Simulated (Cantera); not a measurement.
A closed system holds: 1 mol Si₂Cl₆, 670 mol H₂, 0.12 mol Cl₂, equilibrated at 1198 K and 1.35 Torr.

Equilibrium computed with Cantera from the NASA thermochemical tables; the gas is ideal and each condensed phase is pure. Candidate condensed phases: Si; 19 gas species. The feed counts by its element totals alone. Rates play no part.

Base state: H₂ 0.991, HCl 0.00889, SiCl₂ 0.000188 (mole fractions); condensed: Si(s).

Task: What changes in the equilibrium state with this change: H₂ from 670 to 51 mol?

Result: 
```tsv
species	before	after
H₂	0.991	0.907
HCl	0.00889	0.0755
SiCl₂	0.000188	0.0148
SiCl₄	2.01e-7	0.00125
SiCl₃	2.06e-6	0.00144
SiHCl₃	6.02e-7	0.000403
SiH₂Cl₂	2.36e-7	1.70e-5
Si(s), mol	1.87	1.03
```
The tables' values for SiCl₃ are old estimates; treat these amounts as uncertain.

Task: What changes in the equilibrium state with this change: Si₂Cl₆ replaced by Si₃H₈?

Result: 
```json
[
 {"species": "H₂", "before": "0.991", "after": "1.000"},
 {"species": "HCl", "before": "0.00889", "after": "0.000355"},
 {"species": "SiCl₂", "before": "0.000188", "after": "2.98e-7"},
 {"species": "Si(s), mol", "before": "1.87", "after": "3.00"}
]
```
